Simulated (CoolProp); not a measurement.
A single-stage vapour-compression cycle with n-butane: evaporating at 285.15 K (dew point), condensing at 311.15 K (bubble point), superheat 10 K, subcooling 8 K, compressor efficiency 0.8, no pressure losses. Each further row changes one setting.

Model: reference Helmholtz-energy equation of state, Bücker 2006, in CoolProp.

| case | cooling COP | pressure ratio | discharge temperature (K) | refrigerating effect (kJ/kg) | volumetric capacity (kJ/m³) |
|---|---|---|---|---|---|
| as stated | 8.41 | 2.25 | 322.5 | 348 | 1380 |
| evaporating temperature 290.15 K | 10.8 | 1.90 | 322.0 | 355 | 1650 |
| condensing temperature 306.15 K | 10.6 | 1.95 | 317.5 | 360 | 1430 |
| subcooling 13 K | 8.70 | 2.25 | 322.5 | 360 | 1430 |
| superheat 20 K | 8.49 | 2.25 | 332.5 | 366 | 1390 |
| compressor efficiency 0.7 | 7.36 | 2.25 | 325.6 | 348 | 1380 |
